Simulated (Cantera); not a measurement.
A perfectly stirred reactor is fed with CH4 : CO : O2 : N2 : CO2 = 1 : 0.09 : 1.86 : 6.99 : 0.019 (molar parts), equivalence ratio 1.1, at 100000 Pa; it is adiabatic with a 750 K inlet, and is followed from long to short residence time, starting on the burning branch (τ in s: 0.11, 0.049, 0.022, 0.01, 0.0047, 0.0021, 0.00097, 0.00044, 0.0002, 9.1e-05).

Model: GRI-Mech 3.0 (53 species, 325 reactions), integrated in Cantera.

Predict: blow-out, bracketed by the residence times tried; x(CH4) at τ = 0.110 s; x(CO) at τ = 0.110 s; x(O2) at τ = 0.110 s; x(N2O) at τ = 0.110 s; x(CH4) at τ = 2.10 ms; x(CO) at τ = 2.10 ms; x(O2) at τ = 2.10 ms; x(N2O) at τ = 2.10 ms.


- blow-out, bracketed by the residence times tried: burning at 91.0 µs, the shortest tried
- x(CH4) at τ = 0.110 s: 1.47e-6
- x(CO) at τ = 0.110 s: 0.0349
- x(O2) at τ = 0.110 s: 0.00387
- x(N2O) at τ = 0.110 s: 1.33e-7
- x(CH4) at τ = 2.10 ms: 3.89e-5
- x(CO) at τ = 2.10 ms: 0.0407
- x(O2) at τ = 2.10 ms: 0.00913
- x(N2O) at τ = 2.10 ms: 1.03e-7
